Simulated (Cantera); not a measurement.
A perfectly stirred reactor is fed with 0.431 % C₂H₄, 0.527 % O₂, 95.9 % N₂, 3.16 % H₂O, equivalence ratio 2.5, at 2100 Torr; it is held at 1475 K, and followed from long to short residence time.

Computed with Cantera and GRI-Mech 3.0 (53 species, 325 reactions). GRI-Mech 3.0 was tuned for natural gas; its chemistry of ethylene as a main component is partial and can be far from experiment.

x: mole fraction; the columns are a selection and need not sum to one.

| τ (s) | x C₂H₄ | x O₂ | x NO₂ | x CH₂CO | x CH₄ | x CH₃ |
|---|---|---|---|---|---|---|
| 1.2 | 3.76e-5 | 0.000112 | 5.27e-12 | (withheld) | 0.000514 | 4.50e-6 |
| 0.38 | 6.27e-5 | 0.000194 | 1.01e-11 | (withheld) | 0.000416 | 6.55e-6 |
| 0.12 | 0.000102 | 0.000319 | 1.99e-11 | (withheld) | 0.000335 | 9.54e-6 |
| 0.036 | 0.000166 | 0.000518 | 4.25e-11 | (withheld) | 0.000277 | 1.42e-5 |
| 0.011 | 0.000268 | 0.000816 | 8.65e-11 | (withheld) | 0.000246 | 2.09e-5 |
| 0.0034 | 0.000437 | 0.00126 | 1.50e-10 | (withheld) | 0.000233 | 3.01e-5 |
| 0.0011 | 0.000720 | 0.00187 | 2.09e-10 | (withheld) | 0.000227 | 4.12e-5 |
| 0.00033 | 0.00127 | 0.00278 | 2.29e-10 | (withheld) | 0.000208 | 5.48e-5 |

Some entries are withheld; supply them.


- 1.2, x CH₂CO: 5.84e-6
- 0.38, x CH₂CO: 1.03e-5
- 0.12, x CH₂CO: 1.55e-5
- 0.036, x CH₂CO: 2.06e-5
- 0.011, x CH₂CO: 2.60e-5
- 0.0034, x CH₂CO: 3.48e-5
- 0.0011, x CH₂CO: 5.23e-5
- 0.00033, x CH₂CO: 9.05e-5
